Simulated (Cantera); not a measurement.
Cantera run, input and output.

```python
import numpy as np
import cantera as ct

surf = ct.Interface("ptcombust.yaml", "Pt_surf")
gas = surf.adjacent["gas"]
gas.TPX = 875, 101325, {'H2': 0.002, 'O2': 0.054, 'N2': 0.79, 'H2O': 0.0059}
surf.TP = 875, 101325
reactor = ct.FlowReactor(gas, clone=False)
reactor.area = 0.0001  # m2
reactor.surface_area_to_volume_ratio = 3200  # 1/m
reactor.mass_flow_rate = 1.2 * reactor.area * gas.density  # inlet velocity 1.2 m/s
reactor.energy_enabled = False
wall = ct.ReactorSurface(surf, reactor, clone=False)
net = ct.ReactorNet([reactor])
net.rtol, net.atol = 1e-8, 1e-16
show, cover = ['H2', 'O2', 'H2O'], ['PT(S)', 'H(S)', 'O(S)', 'OH(S)', 'CO(S)', 'C(S)']

rows = []
print(f"{'z/m':>9s}{'u/(m/s)':>9s}" + "".join(f"{s:>13s}" for s in show + cover))
for z in [0.00014, 0.00031, 0.00067, 0.0014, 0.0031, 0.0067, 0.014]:
    net.advance(z)
    rows.append([reactor.speed, *gas[show].X, *surf[cover].coverages])
    print(f"{z:9.4g}{rows[-1][0]:9.3g}" + "".join(f"{x:13.4e}" for x in rows[-1][1:]))
```

It prints:

```
      z/m  u/(m/s)           H2           O2          H2O        PT(S)         H(S)         O(S)        OH(S)        CO(S)         C(S)
  0.00014      1.2   5.4062e-04   6.2540e-02   8.7412e-03   1.0181e-01   4.6378e-08   8.9605e-01   2.1324e-03  -1.1459e-28  -3.5573e-31
  0.00031      1.2   1.0928e-04   6.2338e-02   9.1745e-03   9.6989e-02   4.2742e-08   9.0090e-01   2.1137e-03  -3.0736e-28  -1.3507e-30
  0.00067      1.2   4.0375e-06   6.2289e-02   9.2802e-03   9.5868e-02   4.1908e-08   9.0202e-01   2.1092e-03   1.5418e-26   6.3457e-29
   0.0014      1.2   5.1461e-09   6.2287e-02   9.2843e-03   9.5825e-02   4.1876e-08   9.0206e-01   2.1090e-03   2.4388e-30   2.5095e-33
   0.0031      1.2   9.4639e-13   6.2287e-02   9.2843e-03   9.5825e-02   4.1876e-08   9.0206e-01   2.1090e-03  -3.1957e-31   4.6999e-34
   0.0067      1.2   9.4525e-13   6.2287e-02   9.2843e-03   9.5825e-02   4.1876e-08   9.0206e-01   2.1090e-03   3.5964e-36   1.1602e-38
    0.014      1.2   9.4523e-13   6.2287e-02   9.2843e-03   9.5825e-02   4.1876e-08   9.0206e-01   2.1090e-03   4.1041e-35   1.3240e-37
```

Computed with Cantera and Deutschmann's 1995 Pt surface mechanism with GRI-Mech 3.0 gas chemistry. Catalytic surfaces can have several steady states; this one follows from the mechanism file's or the stated starting coverage. Mass transfer to the wall is taken as infinitely fast.
